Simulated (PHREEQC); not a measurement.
Dissolve 3.9 mmol/kgw CuSO4 at 50 °C. Closed to the air; pH follows from the charge balance.

Computed with PHREEQC (ion-association model, wateq4f.dat).

Q: The ionic strength comes out as 0.0121 mol/kgw. What activity coefficients do Cu+2, Cu2(OH)2+2, SO4-2, H+, HSO4- get?

A: Cu+2 0.64, Cu2(OH)2+2 0.63, SO4-2 0.63, H+ 0.90, HSO4- 0.89.

No solid was allowed to form. Saturation is exceeded, for instance for Tenorite (slow to form); the values hold only as long as no solid forms. At this temperature some constants are extrapolated from 25 °C, and those without enthalpy data are left unchanged.
